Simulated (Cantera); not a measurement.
**Moist CO burnout**

An isothermal, constant-pressure homogeneous reactor starts with CO : O2 : H2O : N2 = 0.028 : 0.026 : 0.061 : 1 (molar parts), at 898 K and 1.30 bar.

Computed with Cantera and GRI-Mech 3.0 (53 species, 325 reactions).

```csv
t (s),x CO,x O2,x H2O,x O,x H2O2
5.00e-5,0.0251,0.0233,0.0547,2.85e-12,<1e-12
0.000138,0.0251,0.0233,0.0547,7.39e-12,<1e-12
0.000382,0.0251,0.0233,0.0547,1.73e-11,<1e-12
0.00106,0.0251,0.0233,0.0547,3.21e-11,<1e-12
0.00292,0.0251,0.0233,0.0547,4.15e-11,<1e-12
0.00809,0.0251,0.0233,0.0547,4.64e-11,<1e-12
0.0224,0.0251,0.0233,0.0547,6.06e-11,1.09e-12
0.0618,0.0251,0.0233,0.0547,1.27e-10,2.03e-11
0.171,0.0251,0.0233,0.0547,8.95e-10,2.16e-9
0.473,0.0251,0.0233,0.0547,1.07e-8,8.12e-7
1.31,0.0245,0.0230,0.0547,2.58e-8,6.22e-6
3.62,0.0221,0.0218,0.0547,2.79e-8,8.22e-6
10.0,0.0163,0.0190,0.0549,2.35e-8,7.39e-6
```
x: mole fraction; the columns are a selection and need not sum to one.

Equilibrium at this temperature and pressure: CO <1e-12, O2 0.0109, H2O 0.0554, O <1e-12, H2O2 4.35e-12 (gas phase only).
